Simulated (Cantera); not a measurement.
Charge: 1 mol SiF4, 0.15 mol O3, held at 100 Torr.

Cantera equilibrium calculation (NASA polynomials, part measured and part estimated; ideal gas, pure solids and liquids). Candidate condensed phases: Si, SiO2; 17 gas species. Equilibrium is a limit: real reactors are often held back by kinetics, nucleation or transport. All values below are at 1200 °C.

Base state: SiF4 0.816, O2 0.184 (mole fractions); condensed: gas only.

Question: What changes in the equilibrium state with this change: O3 from 0.15 to 0.42 mol?

Answer: 
| species | before | after |
|---|---|---|
| SiF4 | 0.816 | 0.613 |
| O2 | 0.184 | 0.386 |
